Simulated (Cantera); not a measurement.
**Equilibrium for calcination and drying: MgCO₃ + C + O₂**

Input: 1 mol MgCO₃, 0.051 mol C, 19 mol O₂, equilibrated at 1973.15 K and 0.0133 bar.

Cantera equilibrium calculation (NASA polynomials, part measured and part estimated; ideal gas, pure solids and liquids). Candidate condensed phases: C, Mg, MgCO₃, MgO; 15 gas species. The numbers say what is thermodynamically allowed, not how fast it happens.

```
Property                                   Result
--------------------------------------  ---------
x(O₂)                                       0.943
x(CO₂)                                     0.0519
x(O)                                      0.00457
x(CO)                                    0.000488
x(Mg)                                     1.62e-6
n(MgO(s))                               1.000 mol
gas amount                              20.05 mol
log10 activity of Mg(l) (absent)            -9.14
log10 activity of C(graphite) (absent)     -11.75
```
